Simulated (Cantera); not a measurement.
**Premixed flame**

A freely propagating, adiabatic, planar premixed flame of CH4 : C2H6 : C3H8 : O2 : N2 : H2O = 1 : 0.45 : 0.69 : 10.6 : 40.4 : 6.4 (molar parts), equivalence ratio 0.66, unburnt at 350 K and 240000 Pa; mixture-averaged transport, grid criteria slope 0.08 and curve 0.16, no radiation.

Detailed kinetics in Cantera: GRI-Mech 3.0 (53 species, 325 reactions). GRI-Mech 3.0 was tuned for natural gas; its chemistry of propane as a main component is partial and can be far from experiment. Burning velocities carry a grid error of a few per cent, more on coarse grids.

```tsv
z (mm)	T (K)	u (m/s)	x CH4	x C2H6	x C3H8	x C2H	x H2O	x CH3
-1.60	351	0.103	0.0168	0.00756	0.0116	<1e-8	0.108	<1e-8
-1.07	357	0.105	0.0167	0.00754	0.0116	<1e-8	0.108	<1e-8
-0.802	381	0.113	0.0163	0.00748	0.0115	<1e-8	0.111	<1e-8
-0.534	494	0.147	0.0147	0.00704	0.0112	<1e-8	0.122	<1e-8
-0.267	856	0.257	0.00973	0.00470	0.00794	<1e-8	0.153	3.55e-6
-0.134	1155	0.349	0.00551	0.00204	0.00326	<1e-8	0.176	9.03e-5
0	1455	0.441	0.00112	7.63e-5	6.29e-5	<1e-8	0.197	0.000154
0.134	1582	0.476	3.09e-5	2.29e-8	<1e-8	<1e-8	0.204	5.77e-6
0.267	1627	0.489	5.82e-7	<1e-8	<1e-8	<1e-8	0.205	1.24e-7
0.534	1657	0.497	<1e-8	<1e-8	<1e-8	<1e-8	0.207	<1e-8
1.07	1668	0.500	<1e-8	<1e-8	<1e-8	<1e-8	0.207	<1e-8
2.14	1671	0.500	<1e-8	<1e-8	<1e-8	<1e-8	0.207	<1e-8
4.28	1671	0.501	<1e-8	<1e-8	<1e-8	<1e-8	0.208	<1e-8
```
x: mole fraction of selected species; z is measured from the peak of heat release.

| Quantity | Value |
|---|---|
| laminar burning velocity | 10.3 cm/s |
| thermal thickness | 0.534 mm |
| peak x(C2H) | 1.19e-8 |
| peak x(CH3) | 0.000216 |
| grid points | 138 |
